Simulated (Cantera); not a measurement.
Cantera run, input and output.

```python
import numpy as np
import cantera as ct

gas = ct.Solution("gri30.yaml")


def delay(T, t_max=10):
    gas.TPX = T, 3600000, {'CH3OH': 1, 'O2': 2.73, 'N2': 15.5}
    reactor = ct.IdealGasReactor(gas, clone=False)
    net = ct.ReactorNet([reactor])
    net.rtol, net.atol = 1e-8, 1e-16
    while net.time < t_max:
        t_old, T_old = net.time, reactor.T
        net.step()
        if reactor.T > T + 400:  # ignition: a rise of 400 K
            return t_old + (T + 400 - T_old) / (reactor.T - T_old) * (net.time - t_old)
    return np.nan


taus = []
for T in [1173, 1248, 1323, 1398, 1473, 1548, 1623, 1698, 1773]:
    taus.append(delay(T))
    print(f"T0 = {T:6g} K   tau = {taus[-1]:.4e} s")
```

It prints:

```
T0 =   1173 K   tau = 1.2837e-03 s
T0 =   1248 K   tau = 3.6582e-04 s
T0 =   1323 K   tau = 1.2237e-04 s
T0 =   1398 K   tau = 4.7301e-05 s
T0 =   1473 K   tau = 2.0796e-05 s
T0 =   1548 K   tau = 1.0206e-05 s
T0 =   1623 K   tau = 5.4752e-06 s
T0 =   1698 K   tau = 3.1473e-06 s
T0 =   1773 K   tau = 1.9091e-06 s
```

Cantera simulation using GRI-Mech 3.0 (53 species, 325 reactions); the numbers are that mechanism's predictions, not measurements. GRI-Mech 3.0 was tuned for natural gas; its chemistry of methanol as a main component is partial and can be far from experiment. The pressure lies above the range GRI-Mech 3.0 was tuned for (to about 10 atm).
